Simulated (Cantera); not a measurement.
A closed system holds: 1 mol SiHCl3, 0.03 mol C2H2, a varied amount of H2, equilibrated at 2225 K and 750 Torr.

Equilibrium computed with Cantera from the NASA thermochemical tables; the gas is ideal and each condensed phase is pure. Candidate condensed phases: C, C6H6, C7H8, C8H18, Si, SiC; 109 gas species. Mutual solubility and eutectic melting of coexisting phases are not modelled. The tables' values for SiCl3, SiCl are old estimates; treat these amounts as uncertain. Gases not in the tables: Si2H6 and higher silanes. Equilibrium is a limit: real reactors are often held back by kinetics, nucleation or transport.

x: gas mole fraction; n: condensed amount in mol.

```csv
n(H2) (mol),x H2,x HCl,x SiCl2,x SiCl3,x H,n Si(l),n SiC(s)
2.6,0.554,0.238,0.192,0.00694,0.00482,0.00416,0.0596
4.5,(withheld),(withheld),(withheld),0.00342,0.00527,(withheld),0.0594
7.8,0.759,0.164,0.0668,0.00142,0.00564,0.248,0.0589
13,0.831,0.125,0.0354,0.000549,0.00590,0.373,0.0582
23,0.890,0.0864,0.0158,0.000164,0.00611,0.504,0.0568
40,0.928,0.0571,0.00662,4.44e-5,0.00624,0.607,0.0544
69,0.953,0.0364,0.00262,1.11e-5,0.00632,0.672,0.0503
120,0.969,(withheld),(withheld),2.48e-6,0.00638,0.692,(withheld)
210,0.979,0.0133,0.000339,5.15e-7,0.00641,0.653,0.0303
350,0.984,0.00815,0.000127,1.18e-7,0.00643,0.549,0.0104
```

**Question.** Some entries are withheld; supply them.

**Answer.** 
- 4.5, x H2: 0.663
- 4.5, x HCl: 0.205
- 4.5, x SiCl2: 0.120
- 4.5, n Si(l): 0.118
- 120, x HCl: 0.0223
- 120, x SiCl2: 0.000968
- 120, n SiC(s): 0.0431
